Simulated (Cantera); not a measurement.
Mixture: CH₄ : C₂H₆ : O₂ : N₂ = 1 : 0.05 : 3 : 11.3 (molar parts), equivalence ratio 0.72, at 5.00 bar, adiabatic and at constant volume. Ignition delay is the time to a rise of 400 K.

Model: GRI-Mech 3.0 (53 species, 325 reactions), integrated in Cantera.

### Question
Predict: delay at 1000 K; delay at 1075 K; delay at 1150 K; delay at 1225 K; delay at 1300 K; delay at 1375 K; apparent activation energy between 1225 and 1375 K.

### Answer
```json
{
  "delay at 1000 K": "47.2 ms",
  "delay at 1075 K": "14.0 ms",
  "delay at 1150 K": "5.21 ms",
  "delay at 1225 K": "2.15 ms",
  "delay at 1300 K": "0.938 ms",
  "delay at 1375 K": "0.425 ms",
  "apparent activation energy between 1225 and 1375 K": "150 kJ/mol"
}
```
